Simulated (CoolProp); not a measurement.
Sulfur hexafluoride along the isotherm -44.55 °C: Z from the reference equation and from simpler models built on Tc = 45.6 °C, pc = 3755 kPa, ω = 0.210; each cubic takes its own stable root.

Model: reference Helmholtz-energy equation of state, Guder 2009, in CoolProp.

```json
[
 {"p (kPa)": "853", "phase": "liquid", "reference": "0.03595"},
 {"p (kPa)": "1710", "phase": "liquid", "reference": "0.07189"},
 {"p (kPa)": "2560", "phase": "liquid", "reference": "0.1074"}
]
```

Question: How far does each simpler model (van der Waals, Redlich-Kwong, Peng-Robinson) lie from the reference over these 3 states: mean and median of the absolute difference, and the worst?

Answer: 
- van der Waals: mean 55.4 %, median 55.4 %, worst +56.7 % at -44.55 °C and 853 kPa
- Redlich-Kwong: mean 7.7 %, median 7.7 %, worst +8.1 % at -44.55 °C and 853 kPa
- Peng-Robinson: mean 7.7 %, median 7.7 %, worst -7.9 % at -44.55 °C and 2560 kPa
